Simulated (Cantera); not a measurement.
Transport properties of process gases

Gas mixture: H₂O : NH₃ : C₂H₆ = 0.92 : 0.37 : 0.55 (molar parts), at 2700 Pa, frozen composition.

Cantera's kinetic-theory transport with the Lennard-Jones parameters of GRI-Mech 3.0, ideal gas; thermal conductivity in the mixture-averaged form. Polar gases are described roughly by these parameters. The composition is frozen, though it would react at the higher temperatures.

```tsv
T (K)	ρ (kg/m³)	cp (J/kg/K)	μ (µPa s)	λ (mW/m/K)	Pr	D (cm²/s) C₂H₂	D (cm²/s) H₂O	D (cm²/s) N₂
400	0.0174	2072	13.4	37.9	0.732	9.77	11.0	12.6
550	0.0126	2413	18.3	58.7	0.753	17.8	20.7	22.5
700	0.00994	2718	23.0	81.4	0.767	27.7	33.0	34.5
850	0.00818	2972	27.4	106	0.771	39.3	47.6	48.4
1000	0.00696	3207	31.6	130	0.777	52.3	64.3	64.0
1150	0.00605	3404	35.6	155	0.779	66.8	82.9	81.2
```
D: mixture-averaged diffusion coefficient of that species in the mixture.
